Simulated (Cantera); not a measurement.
Cantera run, input and output.

```python
import numpy as np
import cantera as ct

gas = ct.Solution("gri30.yaml")
gas.TPX = 1025, 520000, {'CO': 0.0012, 'O2': 0.0037, 'H2O': 0.085, 'N2': 1}
reactor = ct.IdealGasConstPressureReactor(gas, energy="off", clone=False)
net = ct.ReactorNet([reactor])
net.rtol, net.atol = 1e-08, 1e-18
show = ['CO', 'O2', 'H2O', 'H', 'CO2', 'H2O2']
times = np.geomspace(0.0001, 1, 11)

steps = ct.SolutionArray(gas, extra=["t"])
rows = []
print(f"{'t/s':>10s}{'T/K':>9s}{'P/Pa':>11s}" + "".join(f"{s:>11s}" for s in show))
for t in times:
    while net.time < t:
        t_next = net.step()
        steps.append(gas.state, t=t_next)
    rows.append([np.interp(t, steps.t, y) for y in (steps.T, steps.P, *steps(*show).X.T)])
    print(f"{t:10.3e}{rows[-1][0]:9.1f}{rows[-1][1]:11.4g}" + "".join(f"{x:11.3e}" for x in rows[-1][2:]))
rate = np.gradient(steps.T, steps.t)
print("integrator steps:", len(steps.t))
if steps.T.max() > steps.T[0] + 200:
    print(f"time of steepest temperature rise: {steps.t[rate.argmax()]:.4e} s")
gas.TPX = 1025, 520000, {'CO': 0.0012, 'O2': 0.0037, 'H2O': 0.085, 'N2': 1}
gas.equilibrate("TP")
print(f"equilibrium (TP): T = {gas.T:.1f} K  " + "  ".join(f"{s} {gas[s].X[0]:.3e}" for s in show))
```

Output:

```
       t/s      T/K       P/Pa         CO         O2        H2O          H        CO2       H2O2
 1.000e-04   1025.0    5.2e+05  1.101e-03  3.395e-03  7.799e-02  2.823e-13  5.606e-12  1.527e-16
 2.512e-04   1025.0    5.2e+05  1.101e-03  3.395e-03  7.799e-02  6.619e-13  2.249e-11  2.459e-15
 6.310e-04   1025.0    5.2e+05  1.101e-03  3.395e-03  7.799e-02  8.902e-13  8.188e-11  2.796e-14
 1.585e-03   1025.0    5.2e+05  1.101e-03  3.395e-03  7.799e-02  1.038e-12  2.560e-10  1.931e-13
 3.981e-03   1025.0    5.2e+05  1.101e-03  3.395e-03  7.799e-02  1.412e-12  8.093e-10  8.773e-13
 1.000e-02   1025.0    5.2e+05  1.101e-03  3.395e-03  7.799e-02  2.529e-12  3.030e-09  3.166e-12
 2.512e-02   1025.0    5.2e+05  1.101e-03  3.395e-03  7.799e-02  6.861e-12  1.587e-08  1.298e-11
 6.310e-02   1025.0    5.2e+05  1.101e-03  3.395e-03  7.799e-02  4.128e-11  1.581e-07  1.395e-10
 1.585e-01   1025.0    5.2e+05  1.092e-03  3.390e-03  7.799e-02  1.828e-09  9.251e-06  4.575e-08
 3.981e-01   1025.0    5.2e+05  9.833e-04  3.341e-03  7.798e-02  2.773e-09  1.178e-04  8.351e-08
 1.000e+00   1025.0    5.2e+05  7.631e-04  3.235e-03  7.798e-02  2.187e-09  3.381e-04  6.566e-08
integrator steps: 413
equilibrium (TP): T = 1025.0 K  CO 1.272e-12  O2 2.843e-03  H2O 7.803e-02  H 2.079e-14  CO2 1.102e-03  H2O2 3.652e-11
```

Cantera simulation using GRI-Mech 3.0 (53 species, 325 reactions); the numbers are that mechanism's predictions, not measurements.
